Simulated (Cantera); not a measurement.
**Abatement and gas-phase synthesis: PH3 + O2**

Charge: 1 mol PH3, 0.035 mol O2, at 1550 K and 13.3 mbar.

Cantera equilibrium calculation (NASA polynomials, part measured and part estimated; ideal gas, pure solids and liquids). Candidate condensed phases: H2O, P, P4O10; 17 gas species. Gases not in the tables: HPO2, HPO3 and P4O6. The numbers say what is thermodynamically allowed, not how fast it happens.

* **x(H2)**: 0.720
* **x(P2)**: 0.245
* **x(H2O)**: 0.0276
* **x(PO)**: 0.00613
* **x(PO2)**: 0.000591
* **x(P4)**: 0.000529
* **x(H)**: 0.000231
* **x(P)**: 2.32e-5
* **x(PH)**: 1.45e-5
* **gas amount**: 2.006 mol
* **log10 activity of P(l) (absent)**: -1.91
